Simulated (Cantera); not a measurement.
A closed system holds: 1 mol Cu, 2.1 mol F2, 0.26 mol N2, at 750 K and 0.0133 bar.

These are equilibrium values from Cantera (NASA tables, ideal gas, pure condensed phases), not measurements of a reactor. Candidate condensed phases: Cu, CuF2; 11 gas species. Kinetics and transport are ignored.

Base state: F2 0.654, NF3 0.191, N2 0.130, F 0.0257 (mole fractions); condensed: CuF2(s).

What changes in the equilibrium state with this change: N2 from 0.26 to 20 mol?


| species | before | after |
|---|---|---|
| N2 | 0.130 | 0.948 |
| F2 | 0.654 | 0.0383 |
| NF3 | 0.191 | 0.00731 |
| F | 0.0257 | 0.00621 |
| CuF2(s), mol | 1.00 | 1.000 |
